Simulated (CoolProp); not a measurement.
The numbers come from the reference Helmholtz-energy equation of state, Setzmann 1991 in CoolProp.

Task: For methane, give the phase and the Z, cv (kJ/(kg K)), isothermal compressibility (1/MPa), expansivity (1/kK) at 325.6 K and 61.3 bar.

Result: 
- 325.6 K and 61.3 bar: supercritical; Z 0.932, cv 1.82, isothermal compressibility 0.173, expansivity 4.07
